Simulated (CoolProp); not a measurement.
Saturation properties of R1123.

The numbers come from the reference Helmholtz-energy equation of state, Akasaka 2020 in CoolProp.

```
T (K)  p (MPa)  vapour density (kg/m³)
-----  -------  ----------------------
228.1   0.2182                   10.07
235.4   0.2965                   13.46
242.8   0.3959                   17.76
250.2   0.5188                   23.08
257.5   0.6661                   29.51
264.9   0.8453                   37.44
272.3    1.058                   47.11
279.6    1.305                   58.70
287      1.596                   73.05
294.3    1.928                   90.48
301.7    2.315                   112.6
309.1    2.757                   141.0
316.4    3.255                   178.9
```

It boils at 211.9 K under 1 atm.
